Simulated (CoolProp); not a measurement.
A single-stage vapour-compression cycle with R236EA: evaporating at 324.15 K (dew point), condensing at 361.15 K (bubble point), superheat 2 K, subcooling 8 K, compressor efficiency 0.65, no pressure losses. Each further row changes one setting.

Computed with CoolProp (reference Helmholtz-energy equation of state, Rui 2013).

```csv
case,cooling COP,pressure ratio,discharge temperature (K),refrigerating effect (kJ/kg),volumetric capacity (kJ/m³)
as stated,4.75,2.58,361.3,104,3110
evaporating temperature 329.15 K,5.76,2.24,361.5,107,3700
condensing temperature 356.15 K,5.73,2.29,356.6,110,3320
subcooling 13 K,5.07,2.58,361.3,111,3320
superheat 12 K,4.89,2.58,370.8,113,3250
compressor efficiency 0.55,4.02,2.58,364.6,104,3110
```
